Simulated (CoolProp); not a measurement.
A closed Brayton cycle with dry air: compressor inlet 326.15 K and 5 MPa, high pressure 11.8 MPa, turbine inlet 700 K, compressor efficiency 0.85, turbine efficiency 0.9, recuperator effectiveness 0 (on enthalpy, no pinch check). Each further row changes one setting.

Model: reference Helmholtz-energy equation of state, Lemmon 2000, in CoolProp. It is a pseudo-pure fit of the blend.

| case | thermal efficiency (%) | net work (kJ/kg) | compressor to turbine work | compressor exit (K) | turbine exit (K) |
|---|---|---|---|---|---|
| as stated | 11.6 | 33.5 | 0.77 | 433.7 | 568.4 |
| turbine inlet 650 K | [?] | [?] | 0.83 | 433.7 | [?] |
| compressor inlet 336.15 K | 10.9 | 29.9 | 0.79 | 446.8 | 568.4 |
| high pressure 10 MPa | [?] | [?] | [?] | 410.9 | 591.8 |
| recuperator effectiveness 0.5 | [?] | 33.5 | 0.77 | 433.7 | 568.4 |

Problem. Fill in the missing entries.

Solution. 
- turbine inlet 650 K, thermal efficiency (%): 9.9
- turbine inlet 650 K, net work (kJ/kg): 23.1
- turbine inlet 650 K, turbine exit (K): 526.5
- high pressure 10 MPa, thermal efficiency (%): 10.2
- high pressure 10 MPa, net work (kJ/kg): 31.8
- high pressure 10 MPa, compressor to turbine work: 0.73
- recuperator effectiveness 0.5, thermal efficiency (%): 15.3
